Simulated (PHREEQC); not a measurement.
0.61 g of hydrous ferric oxide (600 m²/g; 0.2 weak and 0.005 strong sites per Fe, Dzombak-Morel constants, diffuse double layer) in 1 kg of water with 0.05 mol/kgw of an inert sodium salt and 1.5e-06 mol Na2SO4 and 7.4e-06 mol ZnSO4, at 25 °C; the pH is set by adding NaOH or the inert anion's acid. Oxygen is held at 0.21 atm. CO2 from the air is kept out. Nothing may precipitate in this run.

Equilibrium calculation in PHREEQC: ion-association model, wateq4f.dat.

**Question.** Predict S sorbed (%) at pH = 6, 7.33.

**Answer.** 
```csv
pH,S sorbed (%)
6,86.2
7.33,6.1
```

Complexes and solids missing from the database can't appear.
